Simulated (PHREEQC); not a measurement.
Solution (20 °C): 0.0074 mol H2SO4, 0.016 mol ZnSO4 and 0.087 mol NiSO4 per kg of water. Closed to the air; pH follows from the charge balance.

Computed with PHREEQC (ion-association model, wateq4f.dat).

This is a speciation only: nothing precipitates in the calculation.

Order these Ni species by the share of Ni that they hold, largest first: Ni(SO4)2-2, NiSO4, Ni+2.

Ni+2 (56 %), NiSO4 (44 %), Ni(SO4)2-2 (0.12 %)

Order these S species by the share of S that they hold, largest first: ZnSO4, NiSO4, Zn(SO4)2-2, SO4-2, HSO4-.

SO4-2 (46 %), NiSO4 (35 %), HSO4- (7.8 %), ZnSO4 (5.9 %), Zn(SO4)2-2 (5.0 %)

The pH is 2.31 and the ionic strength 0.227 mol/kgw.
